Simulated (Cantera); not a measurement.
Charge: 1 mol c-C₄F₈, 0.098 mol H₂, at 2198.15 K and 0.260 bar.

Equilibrium computed with Cantera from the NASA thermochemical tables; the gas is ideal and each condensed phase is pure. The feed counts by its element totals alone. The tables' values for C₂F₄ are old estimates; treat these amounts as uncertain. Gases not in the tables: C₂F₆ and larger saturated fluorocarbons. Equilibrium is a limit: real reactors are often held back by kinetics, nucleation or transport.

```
species             before     after
----------------  --------  --------
F                   0.0164     0.903
CF₂                 0.0866    0.0608
HF                  0.0859    0.0260
CF₄                  0.799   9.09e-5
CF₃                 0.0116  0.000104
CF                0.000184    0.0102
C₂F₄               2.14e-5   2.43e-9
C                  5.68e-9   2.46e-5
C₃                 8.95e-9   3.88e-5
H                  5.36e-7   1.27e-5
C(graphite), mol      1.95      3.46
```
Gas species are given as mole fractions.

What was changed between the two runs?
A. pressure from 0.260 bar to 13.3 mbar
B. H₂ from 0.098 to 4.7 mol
C. H₂ from 0.098 to 0.63 mol
D. pressure from 0.260 bar to 6.00 Pa

D, pressure from 0.260 bar to 6.00 Pa
